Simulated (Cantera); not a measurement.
An adiabatic, constant-volume homogeneous reactor starts with CO : H₂ : O₂ : N₂ = 1 : 0.34 : 0.744 : 5.29 (molar parts), at 1675 K and 4.70 bar. Integrator tolerance rtol = 1e-08.

Model: GRI-Mech 3.0 (53 species, 325 reactions), integrated in Cantera. The hydrogen kinetics of GRI-Mech 3.0 are dated; newer H2 mechanisms differ, most at raised pressure.

| quantity | before | after |
|---|---|---|
| time of steepest temperature rise | 4.40 µs | 20.2 µs |
| temperature at 4.00 s | 2823 K | 2719 K |
| equilibrium temperature | 2823 K | 2719 K |
| x(CO) at 4.00 s | 0.0418 (gas-phase equilibrium 0.0418) | 0.0497 (gas-phase equilibrium 0.0497) |
| x(H₂) at 4.00 s | 0.00243 (gas-phase equilibrium 0.00243) | 0.00310 (gas-phase equilibrium 0.00310) |
| x(O₂) at 4.00 s | 0.0233 (gas-phase equilibrium 0.0233) | 0.0271 (gas-phase equilibrium 0.0271) |
| x(NO) at 4.00 s | 0.0125 (gas-phase equilibrium 0.0125) | 0.0116 (gas-phase equilibrium 0.0116) |
| x(HO₂) at 4.00 s | 6.19e-6 (gas-phase equilibrium 6.19e-6) | 3.66e-6 (gas-phase equilibrium 3.66e-6) |

### Question
Which change was made?
A) CO 1 to 2.8 parts
B) pressure from 4.70 bar to 2.90 bar
C) O2 0.744 to 1.2 parts
D) pressure from 4.70 bar to 1.01 bar

### Answer
D, pressure from 4.70 bar to 1.01 bar
